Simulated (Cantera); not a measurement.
What does this Cantera script print?

```python
import numpy as np
import cantera as ct

gas = ct.Solution("SiF4_NH3_mec.yaml", "gas")
gas.TPX = 2375, 7000, {'NH3': 1, 'N2': 8.6, 'H2': 0.13}
reactor = ct.IdealGasConstPressureReactor(gas, energy="off", clone=False)
net = ct.ReactorNet([reactor])
net.rtol, net.atol = 1e-08, 1e-18
show = ['NH3', 'H', 'NH2', 'N2H2', 'N', 'NH']
times = np.geomspace(4e-06, 1, 13)

steps = ct.SolutionArray(gas, extra=["t"])
rows = []
print(f"{'t/s':>10s}{'T/K':>9s}{'P/Pa':>11s}" + "".join(f"{s:>11s}" for s in show))
for t in times:
    while net.time < t:
        t_next = net.step()
        steps.append(gas.state, t=t_next)
    rows.append([np.interp(t, steps.t, y) for y in (steps.T, steps.P, *steps(*show).X.T)])
    print(f"{t:10.3e}{rows[-1][0]:9.1f}{rows[-1][1]:11.4g}" + "".join(f"{x:11.3e}" for x in rows[-1][2:]))
rate = np.gradient(steps.T, steps.t)
print("integrator steps:", len(steps.t))
if steps.T.max() > steps.T[0] + 200:
    print(f"time of steepest temperature rise: {steps.t[rate.argmax()]:.4e} s")
gas.TPX = 2375, 7000, {'NH3': 1, 'N2': 8.6, 'H2': 0.13}
gas.equilibrate("TP")
print(f"equilibrium (TP): T = {gas.T:.1f} K  " + "  ".join(f"{s} {gas[s].X[0]:.3e}" for s in show))
```

Result:

```
       t/s      T/K       P/Pa        NH3          H        NH2       N2H2          N         NH
 4.000e-06   2375.0       7000  1.028e-01  5.573e-06  1.324e-05  2.085e-11  2.294e-13  1.294e-09
 1.127e-05   2375.0       7000  1.027e-01  8.527e-06  4.443e-05  3.604e-10  1.716e-11  2.046e-08
 3.175e-05   2375.0       7000  1.026e-01  1.241e-05  1.363e-04  4.517e-09  8.627e-10  2.612e-07
 8.944e-05   2375.0       7000  1.024e-01  2.294e-05  3.897e-04  5.726e-08  3.998e-08  3.056e-06
 2.520e-04   2375.0       7000  1.016e-01  5.310e-05  1.023e-03  7.093e-07  8.862e-07  2.248e-05
 7.099e-04   2375.0       7000  9.896e-02  1.100e-04  1.756e-03  2.796e-06  3.645e-06  5.765e-05
 2.000e-03   2375.0       7000  9.130e-02  1.659e-04  1.600e-03  2.805e-06  5.956e-06  6.737e-05
 5.635e-03   2375.0       7000  7.293e-02  2.844e-04  1.207e-03  2.066e-06  8.982e-06  7.054e-05
 1.587e-02   2375.0       7000  3.971e-02  5.545e-04  7.109e-04  9.911e-07  1.131e-05  6.182e-05
 4.472e-02   2375.0       7000  8.040e-03  1.199e-03  2.195e-04  1.591e-07  1.107e-05  3.477e-05
 1.260e-01   2375.0       7000  8.899e-05  4.394e-03  8.416e-06  7.720e-10  5.643e-06  4.931e-06
 3.550e-01   2375.0       7000  3.869e-07  1.353e-02  1.170e-07  6.152e-13  8.041e-07  2.199e-07
 1.000e+00   2375.0       7000  4.565e-08  1.980e-02  2.071e-08  1.860e-13  3.211e-07  5.848e-08
integrator steps: 1729
equilibrium (TP): T = 2375.0 K  NH3 4.036e-08  H 2.010e-02  NH2 1.861e-08  N2H2 1.813e-13  N 2.979e-07  NH 5.340e-08
```

Cantera simulation using the gas-phase N/H chemistry of the illustrative SiF4/NH3 mechanism in the Surface Chemkin manual (1991); the numbers are that mechanism's predictions, not measurements. Walls and surfaces, which speed up NH3 decomposition in real reactors, are not modelled.
